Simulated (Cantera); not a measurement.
What does this Cantera script print?

```python
import numpy as np
import cantera as ct

gas_names = [...]  # 72 gases of nasa_gas.yaml made of Cl, F, H, N, O, Si
cond_names = """
    H2O(s) H2O(L) NH4CL(a) NH4CL(b) Si(cr) Si(L) SiO2(Lqz) SiO2(hqz) SiO2(L) Si2N2O(s) Si3N4(a)
""".split()


# ... load() reads the species with a 1 bar reference pressure and builds the phases ...
atoms = {
    'SiO2': {'Si': 1, 'O': 2},
    'HCl': {'H': 1, 'CL': 1},
    'N2': {'N': 2},
    'NF3': {'N': 1, 'F': 3},
}
top_T = {'Si2N2O(s)': 2100, 'Si3N4(a)': 2400}  # K; cautious upper limits of use, not melting points


# ... equilibrate(T, P, feed) seeds the gas with the atoms and calls Mixture.equilibrate('TP', solver="vcs", rtol=1e-11, max_steps=5000) ...
results = []
feed = {'SiO2': 1, 'HCl': 13, 'N2': 1.5, 'NF3': 8.2}  # mol
T = 1325  # K
P = 3.5  # Pa
mix = equilibrate(T, P, feed)
results.append((T, P, feed, dict(zip(mix.species_names, mix.species_moles))))
print(gas.report(threshold=1e-06))
for i in range(1, mix.n_phases):
    print(f"{mix.phase(i).name:16s} {mix.phase_moles(i):12.5e} mol")
```

Output:

```
       temperature   1325 K
          pressure   3.5 Pa
           density   9.188e-06 kg/m^3
  mean mol. weight   28.92 kg/kmol
   phase of matter   gas

                          1 kg             1 kmol
                     ---------------   ---------------
          enthalpy        -1.805e+06         -5.22e+07  J
   internal energy       -2.1859e+06       -6.3216e+07  J
           entropy             10956        3.1684e+05  J/K
    Gibbs function       -1.6321e+07       -4.7202e+08  J
 heat capacity c_p            1018.8             29464  J/K
 heat capacity c_v            731.32             21150  J/K

                      mass frac. Y      mole frac. X     chem. pot. / RT
                     ---------------   ---------------   ---------------
                CL           0.34817           0.28404           -22.312
               CLF          0.031723           0.01685           -48.117
               CLO        1.4905e-05        8.3781e-06           -42.982
               CL2           0.02904          0.011845           -44.623
                 F           0.11359           0.17291           -25.805
               HCL        5.2794e-06        4.1878e-06           -56.061
                HF           0.22454           0.32458           -59.555
                NO        6.9918e-05        6.7389e-05           -39.604
                N2           0.13541           0.13979           -37.867
                 O        4.0666e-06        7.3509e-06            -20.67
                O2           0.02758          0.024927           -41.341
              SiF4          0.089856          0.024968           -202.23
     [  +60 minor]        1.1271e-06        8.6044e-07

Si(cr)            0.00000e+00 mol
SiO2(hqz)         0.00000e+00 mol
Si2N2O(s)         0.00000e+00 mol
Si3N4(a)          0.00000e+00 mol
```

These are equilibrium values from Cantera (NASA tables, ideal gas, pure condensed phases), not measurements of a reactor.
